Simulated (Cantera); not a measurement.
Feed: 1 mol Si₃N₄, 3.8 mol CO₂, 13 mol H₂, at 8500 Pa.

Method: chemical equilibrium by Gibbs-energy minimisation in Cantera with the NASA 1993 tables (ideal gas, pure condensed phases). Candidate condensed phases: C, C₆H₆, C₇H₈, C₈H₁₈, H₂O, Si, SiC, SiO₂, Si₂N₂O, Si₃N₄; 151 gas species. Mutual solubility and eutectic melting of coexisting phases are not modelled. The tables hold silica as quartz up to 1696 K and as liquid above; real silica turns to tridymite and cristobalite and melts near 1996 K. Kinetics and transport are ignored.

Problem. What share of the Si ends up in condensed phases as a function of T (°C), at 952, 1027, 1102, 1177, 1252, 1327, 1402, 1477, 1552, 1627, 1702, 1777, 1852, 1927?

Solution. 
```
T (°C)  Si condensed (%)                           as
------  ----------------  ---------------------------
952                100.0               SiO₂(β-quartz)
1027               100.0   SiO₂(β-quartz) + Si₂N₂O(s)
1102               100.0   SiO₂(β-quartz) + Si₂N₂O(s)
1177               100.0   SiO₂(β-quartz) + Si₂N₂O(s)
1252                99.8   SiO₂(β-quartz) + Si₂N₂O(s)
1327                98.9   SiO₂(β-quartz) + Si₂N₂O(s)
1402                94.3   SiO₂(β-quartz) + Si₂N₂O(s)
1477                73.4  SiO₂(condensed) + Si₂N₂O(s)
1552                26.5              SiO₂(condensed)
1627                26.0              SiO₂(condensed)
1702                24.2              SiO₂(condensed)
1777                19.5                      SiO₂(l)
1852                 8.4                      SiO₂(l)
1927                 0.0                            -
```
